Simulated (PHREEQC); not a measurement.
3.3 g of hydrous ferric oxide (600 m²/g; 0.2 weak and 0.005 strong sites per Fe, Dzombak-Morel constants, diffuse double layer) in 1 kg of water with 0.3 mol/kgw of an inert sodium salt and 0.00014 mol/kgw Na2HAsO4, at 25 °C; the pH is set by adding NaOH or the inert anion's acid. Oxygen alone is held at its pressure in air (log pO2 = -0.68). The system is closed to CO2. No solid was allowed to form.

Base run: PHREEQC, ion-association model, wateq4f.dat. Each further column changes one thing. The table gives surface charge σ (C/m²).

| pH | base | background salt from 0.3 to 0.03 mol/kgw | oxide from 3.3 to 16 g/kgw |
|---|---|---|---|
| 3 | 0.360 | ___ | 0.366 |
| 3.67 | 0.351 | 0.300 | 0.358 |
| 5 | 0.262 | 0.153 | 0.269 |
| 5.67 | 0.184 | ___ | 0.191 |
| 6.33 | 0.114 | ___ | 0.120 |
| 7.67 | 0.019 | 0.007 | 0.023 |
| 8.33 | -0.017 | -0.007 | -0.013 |
| 9 | -0.058 | ___ | -0.053 |
| 10.33 | -0.174 | ___ | -0.169 |
| 11 | -0.253 | -0.144 | -0.248 |

Q: Fill in the missing entries.

A: 
- 3, background salt from 0.3 to 0.03 mol/kgw: 0.342
- 5.67, background salt from 0.3 to 0.03 mol/kgw: 0.093
- 6.33, background salt from 0.3 to 0.03 mol/kgw: 0.052
- 9, background salt from 0.3 to 0.03 mol/kgw: -0.024
- 10.33, background salt from 0.3 to 0.03 mol/kgw: -0.088

The oxide is taken as insoluble; below pH 4 it would dissolve.
